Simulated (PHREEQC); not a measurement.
Copper plating or etch bath: speciation

A solution holds 0.0014 mol/kgw Cu(BF4)2, 4.9e-05 mol/kgw H2SO4 and 3.9e-05 mol/kgw NaCl, at 25 °C. Closed to the air; pH follows from the charge balance.

Computed with PHREEQC (ion-association model, phreeqc.dat).

Precipitation was switched off in this run.

Problem. Estimate the pH, ionic strength.

Solution. pH 3.02; ionic strength 0.00522 mol/kgw.

Problem. In which forms is S present?

Solution. SO4-2 82 %, CuSO4 12 %, HSO4- 6.0 % of the S.

Complexes and solids missing from the database can't appear. Real BF4- forms and hydrolyses slowly; the run takes it at equilibrium.
